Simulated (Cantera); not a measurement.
A jet of H₂ : O₂ : N₂ = 0.039 : 0.16 : 0.79 (molar parts), equivalence ratio 0.12 at 300 K and 0.130 bar hits a platinum plate 4.2 cm away at a mass flux of 0.16 kg/m²/s; the plate temperature is set and raised in steps from an oxygen-covered start.

Computed with Cantera and Deutschmann's 1995 Pt surface mechanism with GRI-Mech 3.0 gas chemistry. Catalytic surfaces can have several steady states; this one follows from the mechanism file's or the stated starting coverage.

x: mole fraction at the wall; θ: surface coverage.

```tsv
plate T (K)	wall x H₂	wall x O₂	wall x H₂O	wall x OH	θ free Pt	θ O*	θ OH*
500	0.00444	0.124	0.0695	<1e-8	0.0526	0.920	0.0270
550	0.00443	0.124	0.0689	<1e-8	0.0556	0.929	[?]
600	0.00441	0.124	0.0684	<1e-8	0.0584	0.932	0.00965
650	0.00439	0.124	0.0680	<1e-8	0.0612	0.932	0.00643
700	0.00432	0.124	0.0677	<1e-8	0.0650	0.930	0.00457
750	0.00398	0.124	0.0680	<1e-8	0.0737	0.923	0.00352
800	0.00324	0.123	0.0690	<1e-8	0.0953	0.902	0.00300
850	[?]	0.123	0.0702	[?]	[?]	0.864	[?]
```

**Question.** Fill in the missing entries.

**Answer.** 
- 550, θ OH*: 0.0155
- 850, wall x H₂: 0.00247
- 850, wall x OH: 1.55e-8
- 850, θ free Pt: 0.133
- 850, θ OH*: 0.00271
